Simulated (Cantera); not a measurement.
**CH₃F + HCl + H₂ + F₂ (fluorocarbon and chlorocarbon gases)**

Input: 1 mol CH₃F, 0.53 mol HCl, 3.5 mol H₂, 0.053 mol F₂, at 28000 Pa.

Cantera equilibrium calculation (NASA polynomials, part measured and part estimated; ideal gas, pure solids and liquids). Candidate condensed phases: C, C₆H₆, C₇H₈, C₈H₁₈; 118 gas species. Rates play no part.

```
T (K)   x H₂    x H   x HF   x HCl  x C₂H₂ (acetylene)    x Cl      x C₃  n C(graphite)
-----  -----  -----  -----  ------  ------------------  ------  --------  -------------
2948   0.540  0.186  0.163  0.0632              0.0288  0.0149  0.000634          0.552
2998   0.514  0.213  0.160  0.0599              0.0318  0.0169   0.00109          0.478
3048   0.485  0.240  0.157  0.0564              0.0346  0.0190   0.00184          0.389
3098   0.455  0.269  0.153  0.0527              0.0373  0.0211   0.00306          0.282
3148   0.424  0.300  0.150  0.0488              0.0397  0.0233   0.00500          0.147
3198   0.392  0.331  0.146  0.0448              0.0407  0.0254   0.00773              0
3248   0.365  0.365  0.141  0.0410              0.0358  0.0275   0.00931              0
3298   0.338  0.399  0.137  0.0372              0.0309  0.0294    0.0109              0
```
x: gas mole fraction; n: condensed amount in mol.

From 2948 K to 3148 K the condensed part is C(graphite). From 3198 K to 3298 K nothing is condensed. The main C-bearing gas is C₂H₂ (acetylene) throughout.
